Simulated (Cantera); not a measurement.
An adiabatic, constant-volume homogeneous reactor starts with CO : H₂ : O₂ : N₂ = 1 : 0.42 : 2.09 : 7.85 (molar parts), equivalence ratio 0.34, at 1700 K and 2.20 bar. Integrator tolerance rtol = 1e-08.

Computed with Cantera and GRI-Mech 3.0 (53 species, 325 reactions). The hydrogen kinetics of GRI-Mech 3.0 are dated; newer H2 mechanisms differ, most at raised pressure.

Task: What does this change do: initial temperature 1700 to 1348 K?

Result: 
```
quantity                                                              before                                      after
---------------------------------  -----------------------------------------  -----------------------------------------
time of steepest temperature rise                                    7.52 µs                                    21.0 µs
temperature at 0.100 s                                                2610 K                                     2408 K
equilibrium temperature                                               2610 K                                     2408 K
x(CO) at 0.100 s                     0.00885 (gas-phase equilibrium 0.00885)    0.00301 (gas-phase equilibrium 0.00301)
x(H₂) at 0.100 s                   0.000557 (gas-phase equilibrium 0.000557)  0.000207 (gas-phase equilibrium 0.000207)
x(O₂) at 0.100 s                         0.119 (gas-phase equilibrium 0.119)        0.122 (gas-phase equilibrium 0.122)
x(H) at 0.100 s                    0.000533 (gas-phase equilibrium 0.000533)  0.000124 (gas-phase equilibrium 0.000124)
x(N₂O) at 0.100 s                    1.90e-6 (gas-phase equilibrium 1.90e-6)    1.46e-6 (gas-phase equilibrium 1.46e-6)
```

Task: What does this change do: constant pressure in place of constant volume?

Result: 
```
quantity                                                              before                                      after
---------------------------------  -----------------------------------------  -----------------------------------------
time of steepest temperature rise                                    7.52 µs                                    7.51 µs
temperature at 0.100 s                                                2610 K                                     2488 K
equilibrium temperature                                               2610 K                                     2488 K
x(CO) at 0.100 s                     0.00885 (gas-phase equilibrium 0.00885)    0.00591 (gas-phase equilibrium 0.00591)
x(H₂) at 0.100 s                   0.000557 (gas-phase equilibrium 0.000557)  0.000391 (gas-phase equilibrium 0.000391)
x(O₂) at 0.100 s                         0.119 (gas-phase equilibrium 0.119)        0.121 (gas-phase equilibrium 0.121)
x(H) at 0.100 s                    0.000533 (gas-phase equilibrium 0.000533)  0.000321 (gas-phase equilibrium 0.000321)
x(N₂O) at 0.100 s                    1.90e-6 (gas-phase equilibrium 1.90e-6)    1.30e-6 (gas-phase equilibrium 1.30e-6)
```
